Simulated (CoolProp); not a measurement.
Computed with CoolProp (reference Helmholtz-energy equation of state, Lemmon 2006). It is a short technical equation, of lower accuracy than the large ones.

### Question
Give the vapour pressure (MPa), liquid cp (kJ/(kg K)), vapour Z, surface tension (mN/m) of saturated nitrous oxide at -12.45, 2.05, 9.25 °C.

### Answer
```csv
T (°C),p (MPa),liquid cp (kJ/(kg K)),vapour Z,surface tension (mN/m)
-12.45,2.24,2.07,0.772,7.67
2.05,3.29,2.32,0.699,5.02
9.25,3.93,2.54,0.656,3.78
```

Surface tension comes from a separate correlation (Mulero 2012).
